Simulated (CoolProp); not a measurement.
Vapour-liquid equilibrium of R22 (1) + R123 (2) at 480 kPa; x and y are mole fractions of (1).

Computed with CoolProp (multi-fluid Helmholtz-energy mixture model, Kamei 1995 and Younglove 1994; pair parameters Bell 2016).

Give the bubble temperature and the first vapour's composition at x = 0.05, 0.2, 0.5. Is there an azeotrope?

x = 0.05: 70.3 °C, y = 0.224; x = 0.2: 47.6 °C, y = 0.641; x = 0.5: 20.0 °C, y = 0.907. No azeotrope shows between x = 0.05 and 0.95.

Pair parameters are fitted to limited data, so mixtures are less certain than the pure fluids.
